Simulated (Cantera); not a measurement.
A Cantera script and what it prints.

```python
import numpy as np
import cantera as ct

gas_names = """
    AL ALCL ALCL2 ALCL3 ALN ALO ALOCL ALO2 AL2 AL2CL6 AL2O AL2O2 CL CLO CL2 N NO NO2 NO3 N2 N2O O O2 O3
""".split()
cond_names = """
    AL(cr) AL(L) ALCL3(s) ALCL3(L) ALN(s) AL2O3(a) AL2O3(L)
""".split()


# ... load() reads the species with a 1 bar reference pressure and builds the phases ...
atoms = {
    'AlCl3': {'AL': 1, 'CL': 3},
    'O2': {'O': 2},
    'N2': {'N': 2},
}
top_T = {'ALN(s)': 2750}  # K; cautious upper limits of use, not melting points


# ... equilibrate(T, P, feed) seeds the gas with the atoms and calls Mixture.equilibrate('TP', solver="vcs", rtol=1e-11, max_steps=5000) ...
results = []
feed = {'AlCl3': 1, 'O2': 2.6, 'N2': 37}  # mol
T = 2148.15  # K
P = 1000  # Pa
mix = equilibrate(T, P, feed)
results.append((T, P, feed, dict(zip(mix.species_names, mix.species_moles))))
print(gas.report(threshold=0.001))
for i in range(1, mix.n_phases):
    print(f"{mix.phase(i).name:16s} {mix.phase_moles(i):12.5e} mol")
```

Output:

```
       temperature   2148.2 K
          pressure   1000 Pa
           density   0.0016053 kg/m^3
  mean mol. weight   28.672 kg/kmol
   phase of matter   gas

                          1 kg             1 kmol
                     ---------------   ---------------
          enthalpy        2.4446e+06         7.009e+07  J
   internal energy        1.8216e+06        5.2229e+07  J
           entropy             10262        2.9422e+05  J/K
    Gibbs function       -1.9599e+07       -5.6195e+08  J
 heat capacity c_p            1228.1             35213  J/K
 heat capacity c_v            938.15             26898  J/K

                      mass frac. Y      mole frac. X     chem. pot. / RT
                     ---------------   ---------------   ---------------
                CL          0.088279            0.0714           -23.316
                NO         0.0053771         0.0051381           -34.386
                N2           0.85968           0.87987           -31.917
                 O         0.0021443         0.0038427           -18.427
                O2          0.044237          0.039639           -36.854
     [  +19 minor]         0.0002863        0.00011417

AL(L)             0.00000e+00 mol
ALCL3(L)          0.00000e+00 mol
ALN(s)            0.00000e+00 mol
AL2O3(a)          4.98703e-01 mol
```

Cantera equilibrium calculation (NASA polynomials, part measured and part estimated; ideal gas, pure solids and liquids).
